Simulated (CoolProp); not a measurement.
Vapour-liquid equilibrium of n-octane (1) + o-xylene (2) at 7.58 kPa; x and y are mole fractions of (1).

Computed with CoolProp (multi-fluid Helmholtz-energy mixture model, Beckmüller 2019 and Zhou 2012; pair parameters Bell 2016).

| x | bubble temperature (°C) | y at the bubble point | dew temperature at overall composition x (°C) | liquid density (mol/L) |
|---|---|---|---|---|
| 0.05 | 66.2 | 0.099 | 66.9 | 7.788 |
| 0.2 | 63.0 | 0.337 | 64.9 | … |
| 0.35 | … | … | 62.8 | … |
| 0.5 | 58.2 | 0.657 | 60.6 | 6.806 |
| 0.65 | 56.3 | 0.775 | 58.3 | … |
| 0.8 | … | 0.878 | 55.9 | 6.249 |
| 0.95 | 53.1 | 0.971 | 53.5 | … |

Question: Fill in the missing entries.

Answer: 
- 0.2, liquid density (mol/L): 7.440
- 0.35, bubble temperature (°C): 60.4
- 0.35, y at the bubble point: 0.515
- 0.35, liquid density (mol/L): 7.113
- 0.65, liquid density (mol/L): 6.519
- 0.8, bubble temperature (°C): 54.6
- 0.95, liquid density (mol/L): 5.997

No azeotrope shows between x = 0.05 and 0.95.

The pair parameters rest on a limited set of measurements; away from them the model extrapolates.
